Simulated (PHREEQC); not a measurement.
Solution (25 °C and 10 atm): 0.0037 mol/kgw Cu(NO3)2, 0.0045 mol/kgw HBF4 and 0.00024 mol/kgw Na2SO4. Closed to the air; pH follows from the charge balance.

Model: ion-association model, phreeqc.dat, run in PHREEQC.

No solid was allowed to form.

Q: Order these S species by the share of S that they hold, largest first: HSO4-, CuSO4, SO4-2.

A: SO4-2 (65 %), CuSO4 (18 %), HSO4- (17 %)

The pH is 2.42 and the ionic strength 0.0158 mol/kgw. Species that the database lacks are ignored. Real BF4- forms and hydrolyses slowly; the run takes it at equilibrium.
